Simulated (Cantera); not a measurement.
Feed: 1 mol SiH4, 1.5 mol N2, held at 0.0133 bar.

Method: chemical equilibrium by Gibbs-energy minimisation in Cantera with the NASA 1993 tables (ideal gas, pure condensed phases). Candidate condensed phases: Si, Si3N4; 18 gas species. N2 is the only nitrogen source here; it is nearly inert below about 1500 K, so the nitride shown seldom forms there in practice. Gases not in the tables: Si2H6 and higher silanes. Kinetics and transport are ignored.

Question: Which condensed phases are stable at each of these points (T (K)): 823, 973, 1123, 1273, 1423, 1573, 1723, 1873, 2023?

Answer: 
```json
[
 {"T (K)": "823", "condensed phases": "Si3N4(s)", "Si condensed (%)": "100.0"},
 {"T (K)": "973", "condensed phases": "Si3N4(s)", "Si condensed (%)": "100.0"},
 {"T (K)": "1123", "condensed phases": "Si3N4(s)", "Si condensed (%)": "100.0"},
 {"T (K)": "1273", "condensed phases": "Si3N4(s)", "Si condensed (%)": "100.0"},
 {"T (K)": "1423", "condensed phases": "Si3N4(s)", "Si condensed (%)": "100.0"},
 {"T (K)": "1573", "condensed phases": "Si3N4(s)", "Si condensed (%)": "100.0"},
 {"T (K)": "1723", "condensed phases": "Si3N4(s)", "Si condensed (%)": "100.0"},
 {"T (K)": "1873", "condensed phases": "Si(l)", "Si condensed (%)": "99.7"},
 {"T (K)": "2023", "condensed phases": "Si(l)", "Si condensed (%)": "98.2"}
]
```

From 823 K to 1723 K the condensed part is Si3N4(s). From 1873 K to 2023 K the condensed part is Si(l).
